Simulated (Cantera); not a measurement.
Input (Python, Cantera):

```python
import numpy as np
import cantera as ct

gas = ct.Solution("gri30.yaml")
gas.TPX = 1648, 510000, {'CH4': 1, 'CO2': 3.9, 'H2O': 0.13}
inlet = ct.Reservoir(gas, clone=True)

reactor = ct.IdealGasConstPressureReactor(gas, energy="off", clone=False)
exhaust = ct.Reservoir(gas, clone=True)
tau = [5.6, 1.6, 0.46, 0.13, 0.037, 0.011, 0.0031, 0.00087][0]
for a, b in ((inlet, reactor), (reactor, exhaust)):
    ct.MassFlowController(a, b, mdot=lambda t: reactor.mass / tau)
net = ct.ReactorNet([reactor])
show = ['CH4', 'CO2', 'HO2', 'C2H', 'C2H2']

rows = []
print(f"{'tau/s':>10s}{'T/K':>9s}" + "".join(f"{s:>11s}" for s in show))
for tau in [5.6, 1.6, 0.46, 0.13, 0.037, 0.011, 0.0031, 0.00087]:
    net.initial_time = 0.0
    net.advance(30 * tau)
    before = gas.X
    net.advance(40 * tau)
    drift = np.max(np.abs(gas.X - before) / (gas.X + 1e-9))
    rows.append([gas.T, *gas[show].X, drift])
    print(f"{tau:10.3e}{gas.T:9.1f}" + "".join(f"{x:11.3e}" for x in gas[show].X))
```

Output:

```
     tau/s      T/K        CH4        CO2        HO2        C2H       C2H2
 5.600e+00   1648.0  5.950e-03  2.580e-01  9.490e-14  1.204e-09  2.315e-03
 1.600e+00   1648.0  1.135e-02  2.835e-01  1.142e-13  4.489e-09  8.195e-03
 4.600e-01   1648.0  1.946e-02  3.340e-01  1.615e-13  1.245e-08  2.079e-02
 1.300e-01   1648.0  3.294e-02  4.152e-01  2.494e-13  2.471e-08  3.751e-02
 3.700e-02   1648.0  6.068e-02  5.242e-01  3.237e-13  2.988e-08  4.508e-02
 1.100e-02   1648.0  1.086e-01  6.446e-01  2.940e-13  1.980e-08  3.211e-02
 3.100e-03   1648.0  1.561e-01  7.321e-01  1.988e-13  8.114e-09  1.289e-02
 8.700e-04   1648.0  1.831e-01  7.657e-01  1.218e-13  1.699e-09  2.538e-03
```

Detailed kinetics in Cantera: GRI-Mech 3.0 (53 species, 325 reactions).
